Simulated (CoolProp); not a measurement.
The fluid at 523.39 K and 1.12 MPa is throttled through a valve to 0.739 MPa with no heat exchange. The same conditions are run with several fluids, on thermodynamics alone (safety and materials aside).

Computed with CoolProp (reference Helmholtz-energy equation of state of each fluid (methanol: de Reuck 1993; neopentane: Lemmon 2006; cyclopentane: Gedanitz 2015; cyclohexane: Zhou 2014; n-pentane: Thol 2019)).

```
fluid         temperature change (K)  final density (kg/m³)
------------  ----------------------  ---------------------
methanol                        -4.0                   5.64
neopentane                      -1.8                   12.9
cyclopentane                    -2.7                   12.7
cyclohexane                     -3.2                   15.6
n-pentane                       -2.4                   13.0
```
